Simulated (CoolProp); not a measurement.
n-perfluorobutane along the isotherm 211 K: density (kg/m³) from the reference equation and from simpler models built on Tc = 386.3 K, pc = 2322 kPa, ω = 0.372; each cubic takes its own stable root.

Values from CoolProp's reference Helmholtz-energy equation of state, Gao 2022.

```
p (kPa)   phase  reference
-------  ------  ---------
528      liquid       1805
1060     liquid       1806
1580     liquid       1808
2110     liquid       1809
2640     liquid       1811
3170     liquid       1812
3690     liquid       1814
4220     liquid       1815
4750     liquid       1817
5280     liquid       1818
5810     liquid       1820
```

How far does each simpler model (van der Waals, Soave-Redlich-Kwong) lie from the reference over these 11 states: mean and median of the absolute difference, and the worst?


- van der Waals: mean 38.1 %, median 38.0 %, worst -38.9 % at 211 K and 528 kPa
- Soave-Redlich-Kwong: mean 6.1 %, median 6.1 %, worst -6.2 % at 211 K and 528 kPa
